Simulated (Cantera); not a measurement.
## Premixed flame

A freely propagating, adiabatic, planar premixed flame of 26.7 % H2, 14.4 % O2, 53.9 % N2, 5.07 % H2O, unburnt at 673 K and 2.20 bar; mixture-averaged transport, grid criteria slope 0.08 and curve 0.16, no radiation.

Model: the H2/O2 subset of GRI-Mech 3.0, which has no nitrogen chemistry, integrated in Cantera. The hydrogen kinetics of GRI-Mech 3.0 are dated; newer H2 mechanisms differ, most at raised pressure. Burning velocities carry a grid error of a few per cent, more on coarse grids.

| z (mm) | T (K) | u (m/s) | x H2 | x O2 | x H2O | x H2O2 | x H | x HO2 |
|---|---|---|---|---|---|---|---|---|
| -0.510 | 673 | 7.96 | 0.267 | 0.144 | 0.0507 | <1e-8 | <1e-8 | <1e-8 |
| -0.340 | 673 | 7.96 | 0.267 | 0.144 | 0.0507 | <1e-8 | <1e-8 | <1e-8 |
| -0.255 | 673 | 7.96 | 0.267 | 0.144 | 0.0507 | <1e-8 | <1e-8 | <1e-8 |
| -0.170 | 673 | 7.96 | 0.267 | 0.144 | 0.0507 | <1e-8 | 1.30e-8 | 7.19e-7 |
| -0.0850 | 688 | 8.07 | 0.260 | 0.144 | 0.0518 | 4.34e-6 | 6.58e-5 | 0.000281 |
| -0.0425 | 880 | 10.1 | 0.226 | 0.140 | 0.0714 | 3.12e-5 | 0.00308 | 0.000482 |
| 0 | 1307 | 14.5 | 0.142 | 0.106 | 0.149 | 1.33e-5 | 0.0211 | 0.000214 |
| 0.0425 | 1627 | 17.8 | 0.0680 | 0.0573 | 0.236 | 4.63e-6 | 0.0358 | 9.44e-5 |
| 0.0850 | 1793 | 19.4 | 0.0453 | 0.0381 | 0.269 | 2.70e-6 | 0.0342 | 5.36e-5 |
| 0.170 | 1961 | 21.0 | 0.0378 | 0.0304 | 0.286 | 1.50e-6 | 0.0249 | 3.31e-5 |
| 0.340 | 2119 | 22.5 | 0.0323 | 0.0258 | 0.301 | 9.22e-7 | 0.0156 | 2.04e-5 |
| 0.680 | 2254 | 23.7 | 0.0254 | 0.0219 | 0.317 | 6.50e-7 | 0.00880 | 1.20e-5 |
| 1.36 | 2358 | 24.6 | 0.0184 | 0.0186 | 0.330 | 5.03e-7 | 0.00453 | 7.24e-6 |
x: mole fraction of selected species; z is measured from the peak of heat release.

The laminar burning velocity comes out as 796 cm/s, the thermal thickness is 0.170 mm and the peak x(H2O2) is 3.19e-5. The peak x(H) is 0.0364. The peak x(HO2) is 0.000581. The grid points is 119.
